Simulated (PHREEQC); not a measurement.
1 kg of water holding 0.085 mol/kgw Na2CO3 and 0.047 mol/kgw NaOH meets 20 L of dry gas (N2 1 by moles) at fixed total pressure, at 200 atm; fugacities by Peng-Robinson. The gases take part in no redox reaction, some water evaporates into the gas, and hydrates or a liquid gas phase aren't modelled. No solid was allowed to form.

The numbers come from PHREEQC with the ion-association model, phreeqc.dat.

```
T (°C)  dissolved N2 (mol/kgw)  φ of N2
------  ----------------------  -------
10                       0.119    0.951
20                       0.103        ?
30                      0.0924        ?
40                      0.0848        ?
50                      0.0796    1.003
60                      0.0762        ?
70                      0.0744        ?
80                      0.0738        ?
90                      0.0742    1.035
```

**Question.** Fill in the missing entries.

**Answer.** 
- 20, φ of N2: 0.967
- 30, φ of N2: 0.981
- 40, φ of N2: 0.993
- 60, φ of N2: 1.013
- 70, φ of N2: 1.021
- 80, φ of N2: 1.028

Species that the database lacks are ignored. At this temperature some constants are extrapolated from 25 °C, and those without enthalpy data are left unchanged.
